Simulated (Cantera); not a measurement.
A freely propagating, adiabatic, planar premixed flame of H₂ : O₂ : N₂ : H₂O = 1 : 0.263 : 0.989 : 0.2 (molar parts), unburnt at 675 K and 3300 Torr; mixture-averaged transport, grid criteria slope 0.08 and curve 0.16, no radiation.

Detailed kinetics in Cantera: the H2/O2 subset of GRI-Mech 3.0, which has no nitrogen chemistry. The hydrogen kinetics of GRI-Mech 3.0 are dated; newer H2 mechanisms differ, most at raised pressure. Burning velocities carry a grid error of a few per cent, more on coarse grids.

### Question
Predict: laminar burning velocity; thermal thickness; peak x(HO₂); peak x(H); peak x(O).

### Answer
- laminar burning velocity: 944 cm/s
- thermal thickness: 0.0656 mm
- peak x(HO₂): 0.000912
- peak x(H): 0.0471
- peak x(O): 0.00236
